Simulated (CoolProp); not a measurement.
CHF3 (R23) along the isobar 0.101 MPa: Z from the reference equation and from simpler models built on Tc = 299.3 K, pc = 4.832 MPa, ω = 0.263; each cubic takes its own stable root.

Computed with CoolProp (reference Helmholtz-energy equation of state, Penoncello 2003).

```csv
T (K),phase,reference
123.9,liquid,0.004079
136.6,liquid,0.003795
149.2,liquid,0.003569
161.9,liquid,0.003383
174.6,liquid,0.003232
187.3,liquid,0.003110
200,gas,0.9656
212.6,gas,0.9735
225.3,gas,0.9790
238,gas,0.9829
250.7,gas,0.9859
263.4,gas,0.9881
276,gas,0.9899
288.7,gas,0.9914
301.4,gas,0.9926
314.1,gas,0.9936
```

**Question.** How far does each simpler model (van der Waals, Redlich-Kwong, Soave-Redlich-Kwong, Peng-Robinson) lie from the reference over these 16 states: mean and median of the absolute difference, and the worst?

**Answer.** 
- van der Waals: mean 7344.9 %, median 1.1 %, worst +31453.1 % at 187.3 K and 0.101 MPa
- Redlich-Kwong: mean 1956.6 %, median 0.7 %, worst +31199.0 % at 187.3 K and 0.101 MPa
- Soave-Redlich-Kwong: mean 6.9 %, median 0.5 %, worst +19.5 % at 123.9 K and 0.101 MPa
- Peng-Robinson: mean 1.9 %, median 0.4 %, worst +6.5 % at 123.9 K and 0.101 MPa

At some of these states van der Waals, Redlich-Kwong gives the other phase, because its saturation line lies elsewhere.
